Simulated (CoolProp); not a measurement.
R13 at 171.21 K and 8.88 MPa flows at 23 m/s in a round tube of 6 mm bore and 0.25 µm roughness, fully developed (64/Re and Nu = 3.66 if laminar; Colebrook and Gnielinski if turbulent). Each further row changes one setting.

Computed with CoolProp (reference Helmholtz-energy equation of state, Platzer 1990). This equation is an older, rougher fit; its heat capacities, sound speeds and derivatives of the liquid may be far off and weren't checked against measurements.

```json
[
 {"case": "as stated", "Reynolds number": "471000", "Darcy friction factor": "0.0139", "pressure drop (Pa/m)": "988000", "heat-transfer coefficient (W/(m² K))": "(withheld)", "mass flow (kg/h)": "(withheld)"},
 {"case": "velocity 46 m/s", "Reynolds number": "941000", "Darcy friction factor": "0.0126", "pressure drop (Pa/m)": "(withheld)", "heat-transfer coefficient (W/(m² K))": "(withheld)", "mass flow (kg/h)": "(withheld)"},
 {"case": "diameter 12 mm", "Reynolds number": "941000", "Darcy friction factor": "(withheld)", "pressure drop (Pa/m)": "(withheld)", "heat-transfer coefficient (W/(m² K))": "27700", "mass flow (kg/h)": "(withheld)"}
]
```

Problem. Fill in the missing entries.

Solution. 
- as stated, heat-transfer coefficient (W/(m² K)): 30600
- as stated, mass flow (kg/h): 3790
- velocity 46 m/s, pressure drop (Pa/m): 3590000
- velocity 46 m/s, heat-transfer coefficient (W/(m² K)): 56800
- velocity 46 m/s, mass flow (kg/h): 7570
- diameter 12 mm, Darcy friction factor: 0.0122
- diameter 12 mm, pressure drop (Pa/m): 435000
- diameter 12 mm, mass flow (kg/h): 15100

Viscosity comes from a separate model (Huber 2003), an estimate that may be off by 10 % or more. Thermal conductivity comes from a separate model (Huber 2003), an estimate that may be off by 10 % or more.
